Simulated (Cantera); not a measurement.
An adiabatic, constant-volume homogeneous reactor starts with H2 : O2 : N2 : NO = 1 : 1.35 : 5.08 : 0.035 (molar parts), at 1600 K and 1600000 Pa.

Computed with Cantera and GRI-Mech 3.0 (53 species, 325 reactions). The hydrogen kinetics of GRI-Mech 3.0 are dated; newer H2 mechanisms differ, most at raised pressure. The pressure lies above the range GRI-Mech 3.0 was tuned for (to about 10 atm).

**Question.** Predict: time of steepest temperature rise; temperature at 3.00 s; equilibrium temperature; x(H2) at 3.00 s; x(O2) at 3.00 s; x(NO) at 3.00 s; x(O) at 3.00 s; x(NO2) at 3.00 s; x(OH) at 3.00 s.

**Answer.** 
```
Property                                                               Value
---------------------------------  -----------------------------------------
time of steepest temperature rise                                   0.790 µs
temperature at 3.00 s                                                 2633 K
equilibrium temperature                                               2633 K
x(H2) at 3.00 s                    0.000913 (gas-phase equilibrium 0.000913)
x(O2) at 3.00 s                          0.111 (gas-phase equilibrium 0.111)
x(NO) at 3.00 s                        0.0200 (gas-phase equilibrium 0.0200)
x(O) at 3.00 s                       0.00182 (gas-phase equilibrium 0.00182)
x(NO2) at 3.00 s                     5.63e-5 (gas-phase equilibrium 5.63e-5)
x(OH) at 3.00 s                      0.00964 (gas-phase equilibrium 0.00964)
```
